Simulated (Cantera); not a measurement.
An adiabatic, constant-volume homogeneous reactor starts with CO : H₂ : CH₄ : O₂ : N₂ = 1 : 0.085 : 0.35 : 1.38 : 4.97 (molar parts), at 1425 K and 1800000 Pa. Integrator tolerance rtol = 1e-08.

Computed with Cantera and GRI-Mech 3.0 (53 species, 325 reactions). The pressure lies above the range GRI-Mech 3.0 was tuned for (to about 10 atm). Above 3000 K some thermodynamic fits are extrapolated.

```csv
quantity,before,after
time of steepest temperature rise,60.9 µs,0.105 ms
temperature at 0.100 s,3101 K,3092 K
equilibrium temperature,3101 K,3092 K
x(CO) at 0.100 s,0.0539 (gas-phase equilibrium 0.0539),0.0520 (gas-phase equilibrium 0.0520)
x(H₂) at 0.100 s,0.00509 (gas-phase equilibrium 0.00509),0.00458 (gas-phase equilibrium 0.00458)
x(CH₄) at 0.100 s,<1e-12 (gas-phase equilibrium <1e-12),<1e-12 (gas-phase equilibrium <1e-12)
x(HO₂) at 0.100 s,2.93e-5 (gas-phase equilibrium 2.93e-5),2.92e-5 (gas-phase equilibrium 2.92e-5)
x(CH₂CO) at 0.100 s,<1e-12 (gas-phase equilibrium <1e-12),<1e-12 (gas-phase equilibrium <1e-12)
x(O) at 0.100 s,0.00466 (gas-phase equilibrium 0.00466),0.00464 (gas-phase equilibrium 0.00464)
```

Which change was made?
A) initial temperature 1425 to 1225 K
B) H2 0.085 to 0.041 parts
C) initial temperature 1425 to 1748 K
D) constant pressure in place of constant volume

B, H2 0.085 to 0.041 parts
